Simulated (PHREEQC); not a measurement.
Model water analysis in mmol/kgw, 75 °C, pH 6.14, pe 10.1: Na 0.00185; K 1.56e-05; Ca 0.000474; Mg 0.000556; Cl 0.000729; S(6) 0.000607; Alkalinity (meq/kgw) 0.00194; Cu(2) 9.01e-05.

Valence states are taken as typed.

All values are PHREEQC results (ion-association model, wateq4f.dat), not measurements.

```json
[
 {"quantity": "ionic strength (mol/kgw)", "before": "6.43e-6", "after": "8.02e-6"},
 {"quantity": "CO2 (mol/kgw)", "before": "3.62e-6", "after": "1.99e-5"},
 {"quantity": "HCO3- (mol/kgw)", "before": "2.39e-6", "after": "4.15e-6"},
 {"quantity": "Cu+2 (mol/kgw)", "before": "8.53e-8", "after": "8.91e-8"},
 {"quantity": "Cu(OH)2 (mol/kgw)", "before": "3.35e-9", "after": "3.49e-10"},
 {"quantity": "CuOH+ (mol/kgw)", "before": "1.17e-9", "after": "3.85e-10"},
 {"quantity": "SI of Tenorite (CuO)", "before": "-0.81", "after": "-1.79"},
 {"quantity": "SI of Cu(OH)2 (Cu(OH)2)", "before": "-1.83", "after": "-2.81"}
]
```

### Question
What was changed between the two runs?
(A) S(6) from 0.000607 to 0.00182 mmol/kgw
(B) pH from 6.14 to 5.64 at the same alkalinity
(C) all concentrations times 2 at the same typed pH

### Answer
B, pH from 6.14 to 5.64 at the same alkalinity

No solid was allowed to form. Constants without temperature data keep their 25 °C values here.
